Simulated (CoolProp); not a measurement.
Nitrogen at 664.14 K and 6.35 MPa is throttled through a valve to 1.91 MPa with no heat exchange. Each further row changes one setting.

The numbers come from the reference Helmholtz-energy equation of state, Span 2000 in CoolProp.

| case | temperature change (K) | final density (kg/m³) |
|---|---|---|
| as stated | +0.9 | (withheld) |
| outlet pressure 0.573 MPa | (withheld) | (withheld) |
| outlet pressure 2.48 MPa | (withheld) | (withheld) |

Q: Some entries are withheld; supply them.

A: 
- as stated, final density (kg/m³): 9.60
- outlet pressure 0.573 MPa, temperature change (K): +1.1
- outlet pressure 0.573 MPa, final density (kg/m³): 2.90
- outlet pressure 2.48 MPa, temperature change (K): +0.8
- outlet pressure 2.48 MPa, final density (kg/m³): 12.4
